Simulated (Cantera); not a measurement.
Mixture: CH4 : O2 : N2 = 1 : 1.43 : 5.37 (molar parts), equivalence ratio 1.4, at 2.30 bar, adiabatic and at constant pressure. Ignition delay is the time to a rise of 400 K.

Cantera simulation using GRI-Mech 3.0 (53 species, 325 reactions); the numbers are that mechanism's predictions, not measurements.

Task: At T0 = 1300 K, what is the delay, and which 7 reactions control it most (d ln τ / d ln k, from doubling and halving each rate constant)?

Result: The delay is 7.05 ms.
```json
[
 {"reaction": "2 CH3 (+M) <=> C2H6 (+M)", "d ln τ / d ln k": "0.53", "faster rate": "lengthens it"},
 {"reaction": "CH3 + O2 <=> CH3O + O", "d ln τ / d ln k": "-0.36", "faster rate": "shortens it"},
 {"reaction": "CH3 + O2 <=> CH2O + OH", "d ln τ / d ln k": "-0.34", "faster rate": "shortens it"},
 {"reaction": "CH2O + O2 <=> HCO + HO2", "d ln τ / d ln k": "-0.29", "faster rate": "shortens it"},
 {"reaction": "H + O2 <=> O + OH", "d ln τ / d ln k": "-0.24", "faster rate": "shortens it"},
 {"reaction": "CH4 + H <=> CH3 + H2", "d ln τ / d ln k": "0.23", "faster rate": "lengthens it"},
 {"reaction": "CH3 + HO2 <=> CH3O + OH", "d ln τ / d ln k": "-0.23", "faster rate": "shortens it"}
]
```
